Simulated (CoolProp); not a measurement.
The numbers come from the reference Helmholtz-energy equation of state, Gao 2016 in CoolProp.

### Question
For sulfur dioxide, give the phase and the Z, cv (kJ/(kg K)), Joule-Thomson coefficient (K/MPa), isothermal compressibility (1/MPa) at 49.35 °C and 14 MPa; 67.75 °C and 14 MPa; 86.15 °C and 14 MPa.

### Answer
- 49.35 °C and 14 MPa: liquid; Z 0.252, cv 0.798, Joule-Thomson coefficient -0.184, isothermal compressibility 0.00176
- 67.75 °C and 14 MPa: liquid; Z 0.248, cv 0.792, Joule-Thomson coefficient -0.124, isothermal compressibility 0.00225
- 86.15 °C and 14 MPa: liquid; Z 0.246, cv 0.788, Joule-Thomson coefficient -0.0413, isothermal compressibility 0.00296
